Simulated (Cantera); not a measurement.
# Premixed flame

A freely propagating, adiabatic, planar premixed flame of CO : H2 : CH4 : O2 : N2 = 1 : 0.17 : 0.66 : 2.24 : 8.43 (molar parts), equivalence ratio 0.85, unburnt at 300 K and 1.20 bar; mixture-averaged transport, grid criteria slope 0.08 and curve 0.16, no radiation.

Detailed kinetics in Cantera: GRI-Mech 3.0 (53 species, 325 reactions). Burning velocities carry a grid error of a few per cent, more on coarse grids.

| z (mm) | T (K) | u (m/s) | x CO | x H2 | x CH4 | x H | x C2H2 | x O2 |
|---|---|---|---|---|---|---|---|---|
| -1.11 | 300 | 0.417 | 0.0800 | 0.0136 | 0.0528 | <1e-8 | <1e-8 | 0.179 |
| -0.740 | 300 | 0.417 | 0.0800 | 0.0135 | 0.0528 | <1e-8 | <1e-8 | 0.179 |
| -0.555 | 302 | 0.420 | 0.0800 | 0.0134 | 0.0527 | <1e-8 | <1e-8 | 0.179 |
| -0.370 | 324 | 0.451 | 0.0800 | 0.0130 | 0.0520 | <1e-8 | 1.05e-8 | 0.178 |
| -0.185 | 637 | 0.889 | 0.0791 | 0.0124 | 0.0409 | 1.63e-5 | 3.66e-7 | 0.159 |
| -0.0926 | 1057 | 1.47 | 0.0785 | 0.0119 | 0.0244 | 0.000443 | 1.29e-6 | 0.128 |
| 0 | 1471 | 2.05 | 0.0741 | 0.0102 | 0.00600 | 0.00235 | 2.88e-6 | 0.0861 |
| 0.0926 | 1660 | 2.29 | 0.0580 | 0.00694 | 0.000366 | 0.00456 | 3.48e-7 | 0.0604 |
| 0.185 | 1742 | 2.39 | 0.0429 | 0.00567 | 1.17e-5 | 0.00521 | <1e-8 | 0.0504 |
| 0.370 | 1842 | 2.50 | 0.0287 | 0.00522 | 1.77e-8 | 0.00448 | <1e-8 | 0.0432 |
| 0.740 | 1947 | 2.62 | 0.0204 | 0.00417 | <1e-8 | 0.00270 | <1e-8 | 0.0385 |
| 1.48 | 2036 | 2.73 | 0.0144 | 0.00276 | <1e-8 | 0.00126 | <1e-8 | 0.0350 |
| 2.96 | 2102 | 2.81 | 0.00908 | 0.00163 | <1e-8 | 0.000512 | <1e-8 | 0.0322 |
x: mole fraction of selected species; z is measured from the peak of heat release.

```yaml
laminar_burning_velocity: 41.7 cm/s
thermal_thickness: 0.370 mm
peak x(H): 0.00521
peak x(C2H2): 2.91e-6
grid_points: 141
```
